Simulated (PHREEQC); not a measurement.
Brine

Make-up at 60 °C: 0.94 mol MgSO4, 0.24 mol K2SO4 and 3.7e-05 mol H4SiO4 per kg of water. Closed to the air; pH follows from the charge balance.

Equilibrium calculation in PHREEQC: Pitzer model, pitzer.dat.

```
Property                    Value
-------------------  ------------
pH                           6.22
ionic strength       4.48 mol/kgw
activity of water           0.976
density               1.117 g/cm³
osmotic coefficient         0.519
```

```csv
species,molality,activity,log γ
SO4-2,1.18,0.0282,-1.621
Mg+2,0.940,0.0620,-1.181
K+,0.480,0.218,-0.343
H4SiO4,3.68e-5,4.78e-5,0.113
MgOH+,7.48e-6,2.39e-6,-0.494
HSO4-,7.15e-6,4.53e-6,-0.198
H+,1.19e-6,6.04e-7,-0.294
OH-,7.09e-7,1.56e-7,-0.658
H3SiO4-,1.57e-7,3.11e-8,-0.702
```

This is a speciation only: nothing precipitates in the calculation. Species that the database lacks are ignored. In brines, pH and single-ion activities rest on the MacInnes convention. Away from 25 °C the constants follow the database's enthalpies or fits; those with neither stay at their 25 °C values.
